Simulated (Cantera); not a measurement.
A perfectly stirred reactor is fed with C2H4 : O2 : N2 : H2O = 1 : 1.67 : 6.27 : 0.9 (molar parts), equivalence ratio 1.8, at 760 Torr; it is adiabatic with a 525 K inlet, and is followed from long to short residence time, starting on the burning branch (τ in s: 0.26, 0.093, 0.033, 0.012, 0.0043, 0.0015, 0.00056, 0.0002, 7.2e-05).

Model: GRI-Mech 3.0 (53 species, 325 reactions), integrated in Cantera. GRI-Mech 3.0 was tuned for natural gas; its chemistry of ethylene as a main component is partial and can be far from experiment.

Question: What does this change do: C2H4 1 to 1.4 parts?

Answer: 
```
quantity                                                                       before                                after
------------------------------------------------  -----------------------------------  -----------------------------------
blow-out, bracketed by the residence times tried  burning at 0.200 ms, out at 72.0 µs  burning at 0.200 ms, out at 72.0 µs
x(C2H4) at τ = 0.260 s                                                        3.65e-6                             0.000173
x(O2) at τ = 0.260 s                                                          3.48e-5                             0.000284
x(H2O) at τ = 0.260 s                                                           0.157                                0.131
x(HO2) at τ = 0.260 s                                                         7.02e-9                              4.48e-8
x(NO) at τ = 0.260 s                                                          8.73e-5                              1.06e-6
x(C2H4) at τ = 4.30 ms                                                        8.59e-5                              0.00154
x(O2) at τ = 4.30 ms                                                         0.000751                              0.00433
x(H2O) at τ = 4.30 ms                                                           0.162                                0.163
x(HO2) at τ = 4.30 ms                                                         2.35e-7                              1.71e-6
x(NO) at τ = 4.30 ms                                                         0.000132                              1.53e-6
```

Question: What does this change do: inlet temperature 525 to 348 K?

Answer: 
```
quantity                                                                       before                                after
------------------------------------------------  -----------------------------------  -----------------------------------
blow-out, bracketed by the residence times tried  burning at 0.200 ms, out at 72.0 µs  burning at 0.200 ms, out at 72.0 µs
x(C2H4) at τ = 0.260 s                                                        3.65e-6                              1.41e-5
x(O2) at τ = 0.260 s                                                          3.48e-5                              9.48e-5
x(H2O) at τ = 0.260 s                                                           0.157                                0.158
x(HO2) at τ = 0.260 s                                                         7.02e-9                              1.70e-8
x(NO) at τ = 0.260 s                                                          8.73e-5                              3.97e-5
x(C2H4) at τ = 4.30 ms                                                        8.59e-5                             0.000233
x(O2) at τ = 4.30 ms                                                         0.000751                              0.00160
x(H2O) at τ = 4.30 ms                                                           0.162                                0.169
x(HO2) at τ = 4.30 ms                                                         2.35e-7                              5.73e-7
x(NO) at τ = 4.30 ms                                                         0.000132                              4.48e-5
```
